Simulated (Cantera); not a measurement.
## Equilibrium for abatement and gas-phase synthesis: H2O + SO2 + O2

A closed system holds: 1 mol H2O, 0.12 mol SO2, 0.043 mol O2, held at 0.133 bar.

Method: chemical equilibrium by Gibbs-energy minimisation in Cantera with the NASA 1993 tables (ideal gas, pure condensed phases). Candidate condensed phases: H2O, H2SO4, S; 19 gas species. Rates play no part.

```json
[
 {"T (°C)": "577", "log p H2O": "-0.93", "log p SO2": "-2.08", "log p SO3": "-2.25", "log p O2": "-2.66", "log p OH": "-8.90", "log p H2": "-11.94", "log p O": "<-12", "log p H": "<-12"},
 {"T (°C)": "677", "log p H2O": "-0.94", "log p SO2": "-1.94", "log p SO3": "-2.62", "log p O2": "-2.42", "log p OH": "-7.79", "log p H2": "-10.47", "log p O": "-11.71", "log p H": "<-12"},
 {"T (°C)": "777", "log p H2O": "-0.94", "log p SO2": "-1.89", "log p SO3": "-3.05", "log p O2": "-2.35", "log p OH": "-6.92", "log p H2": "-9.21", "log p O": "-10.35", "log p H": "-12.69"},
 {"T (°C)": "877", "log p H2O": "-0.94", "log p SO2": "-1.87", "log p SO3": "-3.44", "log p O2": "-2.32", "log p OH": "-6.21", "log p H2": "-8.15", "log p O": "-9.24", "log p H": "-11.20"},
 {"T (°C)": "977", "log p H2O": "-0.94", "log p SO2": "-1.87", "log p SO3": "-3.78", "log p O2": "-2.31", "log p OH": "-5.62", "log p H2": "-7.25", "log p O": "-8.32", "log p H": "-9.94"},
 {"T (°C)": "1077", "log p H2O": "-0.94", "log p SO2": "-1.86", "log p SO3": "-4.08", "log p O2": "-2.31", "log p OH": "-5.12", "log p H2": "-6.48", "log p O": "-7.53", "log p H": "-8.86"},
 {"T (°C)": "1177", "log p H2O": "-0.94", "log p SO2": "-1.86", "log p SO3": "-4.33", "log p O2": "-2.31", "log p OH": "-4.68", "log p H2": "-5.81", "log p O": "-6.85", "log p H": "-7.93"},
 {"T (°C)": "1277", "log p H2O": "-0.94", "log p SO2": "-1.86", "log p SO3": "-4.55", "log p O2": "-2.31", "log p OH": "-4.30", "log p H2": "-5.23", "log p O": "-6.26", "log p H": "-7.12"},
 {"T (°C)": "1377", "log p H2O": "-0.94", "log p SO2": "-1.86", "log p SO3": "-4.75", "log p O2": "-2.31", "log p OH": "-3.97", "log p H2": "-4.72", "log p O": "-5.74", "log p H": "-6.40"},
 {"T (°C)": "1477", "log p H2O": "-0.94", "log p SO2": "-1.86", "log p SO3": "-4.92", "log p O2": "-2.31", "log p OH": "-3.68", "log p H2": "-4.26", "log p O": "-5.28", "log p H": "-5.76"},
 {"T (°C)": "1577", "log p H2O": "-0.94", "log p SO2": "-1.86", "log p SO3": "-5.07", "log p O2": "-2.31", "log p OH": "-3.41", "log p H2": "-3.86", "log p O": "-4.87", "log p H": "-5.20"},
 {"T (°C)": "1677", "log p H2O": "-0.94", "log p SO2": "-1.86", "log p SO3": "-5.21", "log p O2": "-2.31", "log p OH": "-3.18", "log p H2": "-3.50", "log p O": "-4.50", "log p H": "-4.69"}
]
```
log p: log10 of the partial pressure in bar; nothing condenses.

From 577 °C to 1677 °C nothing is condensed.
